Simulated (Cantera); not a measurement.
**Equilibrium for chemical vapour transport: MgO + HI**

Feed: 1 mol MgO, 0.1 mol HI, at 13.3 mbar.

Equilibrium computed with Cantera from the NASA thermochemical tables; the gas is ideal and each condensed phase is pure. Candidate condensed phases: H2O, I2, Mg, MgI2, MgO, Mg(OH)2; 20 gas species. Kinetics and transport are ignored.

```
T (K)   x HI     x I   x H2     x I2     x H2O    x MgI2  n MgO(s)
-----  -----  ------  -----  -------  --------  --------  --------
775    0.763  0.0109  0.115    0.110  0.000415  0.000415     1.000
825    0.743  0.0226  0.122    0.111  0.000789  0.000789     1.000
875    0.717  0.0423  0.130    0.109   0.00137   0.00137     1.000
925    0.683  0.0726  0.138    0.102   0.00220   0.00220     1.000
975    0.639   0.114  0.148   0.0912   0.00329   0.00329     1.000
1025   0.586   0.167  0.160   0.0769   0.00459   0.00459     0.999
1075   0.525   0.227  0.175   0.0612   0.00600   0.00600     0.999
1125   0.460   0.289  0.190   0.0460   0.00741   0.00741     0.999
1175   0.394   0.348  0.207   0.0331   0.00868   0.00868     0.999
1225   0.333   0.401  0.224   0.0231   0.00973   0.00973     0.999
1275   0.277   0.447  0.239   0.0158    0.0105    0.0105     0.999
1325   0.229   0.485  0.253   0.0107    0.0111    0.0111     0.999
1375   0.189   0.516  0.265  0.00727    0.0114    0.0114     0.998
1425   0.155   0.541  0.275  0.00497    0.0115    0.0115     0.998
```
x: gas mole fraction; n: condensed amount in mol.

From 775 K to 1425 K the condensed part is MgO(s). The main Mg-bearing gas is MgI2 throughout.
